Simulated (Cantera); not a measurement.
Mixture: CO : H2 : CH4 : O2 : N2 = 1 : 0.038 : 0.035 : 0.491 : 1.85 (molar parts), at 810000 Pa, adiabatic and at constant volume. Ignition delay is the time to a rise of 400 K.

Computed with Cantera and GRI-Mech 3.0 (53 species, 325 reactions).

Task: Predict: delay at 1025 K; delay at 1125 K; delay at 1225 K; delay at 1325 K; apparent activation energy between 1275 and 1375 K.

Result: 
| Property | Value |
|---|---|
| delay at 1025 K | 1.80 ms |
| delay at 1125 K | 0.280 ms |
| delay at 1225 K | 72.5 µs |
| delay at 1325 K | 27.4 µs |
| apparent activation energy between 1275 and 1375 K | 120 kJ/mol |
